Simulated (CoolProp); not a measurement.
Propylene along the isotherm 209.8 K: fugacity coefficient from the reference equation and from simpler models built on Tc = 364.2 K, pc = 4555 kPa, ω = 0.146; each cubic takes its own stable root.

The numbers come from the reference Helmholtz-energy equation of state, Lemmon 2013 in CoolProp.

```json
[
 {"p (kPa)": "949", "phase": "liquid", "reference": "0.04981"},
 {"p (kPa)": "1900", "phase": "liquid", "reference": "0.02580"},
 {"p (kPa)": "2850", "phase": "liquid", "reference": "0.01783"},
 {"p (kPa)": "3800", "phase": "liquid", "reference": "0.01387"},
 {"p (kPa)": "4740", "phase": "liquid", "reference": "0.01152"},
 {"p (kPa)": "5690", "phase": "liquid", "reference": "0.009954"},
 {"p (kPa)": "6640", "phase": "liquid", "reference": "0.008843"},
 {"p (kPa)": "7590", "phase": "liquid", "reference": "0.008021"},
 {"p (kPa)": "8540", "phase": "liquid", "reference": "0.007390"},
 {"p (kPa)": "9490", "phase": "liquid", "reference": "0.006893"},
 {"p (kPa)": "10400", "phase": "liquid", "reference": "0.006510"},
 {"p (kPa)": "11400", "phase": "liquid", "reference": "0.006168"}
]
```

**Question.** How far does each simpler model (van der Waals, Redlich-Kwong, Soave-Redlich-Kwong, Peng-Robinson) lie from the reference over these 12 states: mean and median of the absolute difference, and the worst?

**Answer.** 
- van der Waals: mean 613.4 %, median 612.3 %, worst +694.9 % at 209.8 K and 11400 kPa
- Redlich-Kwong: mean 30.9 %, median 30.9 %, worst +32.7 % at 209.8 K and 11400 kPa
- Soave-Redlich-Kwong: mean 0.7 %, median 0.7 %, worst +1.7 % at 209.8 K and 11400 kPa
- Peng-Robinson: mean 0.8 %, median 0.6 %, worst +1.8 % at 209.8 K and 949 kPa
